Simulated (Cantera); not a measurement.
Input: 1 mol C₂H₂, 3.1 mol H₂O, 6 mol H₂, at 2823.15 K and 1 atm.

These are equilibrium values from Cantera (NASA tables, ideal gas, pure condensed phases), not measurements of a reactor. Kinetics and transport are ignored.

| species | before | after |
|---|---|---|
| H₂ | 0.683 | 0.841 |
| H | 0.0728 | 0.0808 |
| CO | 0.156 | 0.0501 |
| H₂O | 0.0821 | 0.0267 |
| CO₂ | 0.00268 | 0.000226 |
| O | 0.000168 | 4.43e-5 |
| OH | 0.00251 | 0.000736 |
Gas species are given as mole fractions.

Question: Which change was made?
A. H₂O from 3.1 to 2.6 mol
B. pressure from 1 atm to 0.240 bar
C. temperature from 2823.15 K to 1400 K
D. H₂ from 6 to 32 mol

Answer: D, H₂ from 6 to 32 mol
